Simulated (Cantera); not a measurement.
What does this Cantera script print?

```python
import numpy as np
import cantera as ct

gas = ct.Solution("gri30.yaml", transport_model="mixture-averaged")
show = ['OH', 'O', 'CH4']

rows = []
print(f"{'T/K':>7s}{'rho':>11s}{'cp':>10s}{'mu':>11s}{'lambda':>11s}{'Pr':>7s}" + "".join(f"{'D_' + s:>11s}" for s in show))
for T in [400, 550, 700, 850, 1000, 1150, 1300, 1450]:
    gas.TPX = T, 150, {'C2H2': 0.86}
    Pr = gas.cp_mass * gas.viscosity / gas.thermal_conductivity
    D = [gas.mix_diff_coeffs_mole[gas.species_index(s)] for s in show]
    rows.append([gas.density, gas.cp_mass, gas.viscosity, gas.thermal_conductivity, Pr, *D])
    print(f"{T:7g}{gas.density:11.4e}{gas.cp_mass:10.1f}{gas.viscosity:11.4e}"
          f"{gas.thermal_conductivity:11.4e}{Pr:7.3f}" + "".join(f"{d:11.4e}" for d in D))
print("SI units: kg/m3, J/kg/K, Pa s, W/m/K, m2/s")
```

Output:

```
    T/K        rho        cp         mu     lambda     Pr       D_OH        D_O      D_CH4
    400 1.1744e-03    1930.6 1.3577e-05 3.5701e-02  0.734 2.8334e-02 2.8869e-02 2.0255e-02
    550 8.5409e-04    2170.3 1.7642e-05 5.1931e-02  0.737 4.9335e-02 5.0267e-02 3.5753e-02
    700 6.7107e-04    2339.5 2.1213e-05 6.7536e-02  0.735 7.4518e-02 7.5925e-02 5.4423e-02
    850 5.5264e-04    2481.8 2.4442e-05 8.2691e-02  0.734 1.0351e-01 1.0546e-01 7.5960e-02
   1000 4.6975e-04    2608.1 2.7416e-05 9.7440e-02  0.734 1.3604e-01 1.3860e-01 1.0015e-01
   1150 4.0848e-04    2718.4 3.0194e-05 1.1179e-01  0.734 1.7190e-01 1.7515e-01 1.2682e-01
   1300 3.6134e-04    2813.6 3.2817e-05 1.2575e-01  0.734 2.1094e-01 2.1492e-01 1.5586e-01
   1450 3.2396e-04    2895.6 3.5311e-05 1.3931e-01  0.734 2.5302e-01 2.5780e-01 1.8715e-01
SI units: kg/m3, J/kg/K, Pa s, W/m/K, m2/s
```

Detailed kinetics in Cantera: GRI-Mech 3.0 (53 species, 325 reactions). The composition is frozen, though it would react at the higher temperatures.
